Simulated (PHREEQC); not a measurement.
Consider water at 55 °C with 12 mmol/kgw HF, 0.62 mmol/kgw H2SiF6 and 0.59 mmol/kgw H2SO4. Closed to the air; pH follows from the charge balance.

All values are PHREEQC results (ion-association model, phreeqc.dat), not measurements.

Each row changes one thing in this solution. No solid was allowed to form.

```tsv
case	pH	ionic strength (mol/kgw)	HF (mol/kgw)	F- (mol/kgw)	HF2- (mol/kgw)
as made	2.48	0.00456	0.0106	0.00130	6.07e-5
temperature from 55 to 40 °C	2.44	0.00492	0.0103	0.00156	6.75e-5
H2SiF6 replaced by LiF at the same molality	2.65	0.00344	0.0106	0.00190	8.76e-5
H2SO4 replaced by CuSO4 at the same molality	2.59	0.00545	0.0103	0.00163	7.32e-5
H2SO4 left out	…	0.00347	0.0103	0.00156	7.06e-5
H2SiF6 from 0.00062 to 0.0031 mol/kgw	2.16	0.0109	0.0118	0.000721	3.72e-5
H2SO4 from 0.00059 to 0.00118 mol/kgw	…	0.00563	0.0109	0.00112	5.32e-5
temperature from 55 to 35 °C	2.43	0.00504	0.0102	0.00165	6.91e-5
```

### Question
Some entries are withheld; supply them.

### Answer

- H2SO4 left out, pH: 2.57
- H2SO4 from 0.00059 to 0.00118 mol/kgw, pH: 2.40

Species that the database lacks are ignored. At this temperature some constants are extrapolated from 25 °C, and those without enthalpy data are left unchanged. SiF6-2 is the database's only silicon fluoride.
